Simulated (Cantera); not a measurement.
# Ta₂O₅ + CH₄ + CO (carbothermic reduction)

Feed: 1 mol Ta₂O₅, 0.9 mol CH₄, 0.024 mol CO, held at 4000 Pa.

Method: chemical equilibrium by Gibbs-energy minimisation in Cantera with the NASA 1993 tables (ideal gas, pure condensed phases). Candidate condensed phases: C, C₆H₆, C₇H₈, C₈H₁₈, H₂O, Ta, TaC, Ta₂O₅; 113 gas species. Mutual solubility and eutectic melting of coexisting phases are not modelled. TaC: taken at fixed stoichiometry. Condensed phases not in the tables: Ta₂C. Equilibrium is a limit: real reactors are often held back by kinetics, nucleation or transport.

From 825 K to 925 K the condensed part is C(graphite) + Ta₂O₅(s). From 1025 K to 1125 K the condensed part is C(graphite) + TaC(s) + Ta₂O₅(s). From 1225 K to 2025 K the condensed part is TaC(s) + Ta₂O₅(s).

```
T (K)   x H₂     x CO     x CH₄       x H     x H₂O     x CO₂  n C(graphite)  n Ta₂O₅(s)  n TaC(s)
-----  -----  -------  --------  --------  --------  --------  -------------  ----------  --------
825    0.954  0.00902    0.0329  3.87e-11   0.00434  0.000147          0.850        1.00         0
925    0.978   0.0125   0.00868   1.29e-9  0.000728   1.88e-5          0.886        1.00         0
1025   0.975   0.0216   0.00280   2.15e-8  0.000223   6.40e-6          0.873       0.997   0.00639
1125   0.748    0.250  0.000646   1.92e-7  0.000482  0.000147         0.0899       0.884     0.231
1225   0.729    0.270   6.87e-5   1.33e-6  0.000630  0.000159              0       0.871     0.258
1325   0.729    0.270   1.03e-5   6.98e-6  0.000788  0.000157              0       0.871     0.258
1425   0.729    0.270   2.01e-6   2.91e-5  0.000951  0.000155              0       0.871     0.258
1525   0.729    0.270   4.92e-7  0.000101   0.00112  0.000153              0       0.871     0.258
1625   0.728    0.270   1.44e-7  0.000301   0.00128  0.000152              0       0.871     0.258
1725   0.728    0.270   4.87e-8  0.000792   0.00144  0.000151              0       0.871     0.258
1825   0.727    0.270   1.86e-8   0.00188   0.00159  0.000151              0       0.871     0.258
1925   0.725    0.269   7.90e-9   0.00407   0.00174  0.000150              0       0.871     0.258
2025   0.721    0.269   3.64e-9   0.00817   0.00187  0.000149              0       0.871     0.259
```
x: gas mole fraction; n: condensed amount in mol.
